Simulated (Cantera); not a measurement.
A perfectly stirred reactor is fed with 61.3 % NH₃, 38.7 % N₂, at 0.0158 atm; it is held at 1675 K, and followed from long to short residence time.

Model: the gas-phase N/H chemistry of the illustrative SiF4/NH3 mechanism in the Surface Chemkin manual (1991), integrated in Cantera. Walls and surfaces, which speed up NH3 decomposition in real reactors, are not modelled.

One state of this run: x NH₃ = 0.581; x N₂H₄ = 1.19e-8; x N₂H₂ = 2.41e-6; x NH₂ = 0.000259; x NH = 1.62e-6; x N₂ = 0.389; x H₂ = 0.0296. x: mole fraction; the columns are a selection and need not sum to one.

Problem. Which value of τ (s) does it belong to?
A. 1.5
B. 0.0091
C. 19
D. 0.42

Solution. A, 1.5
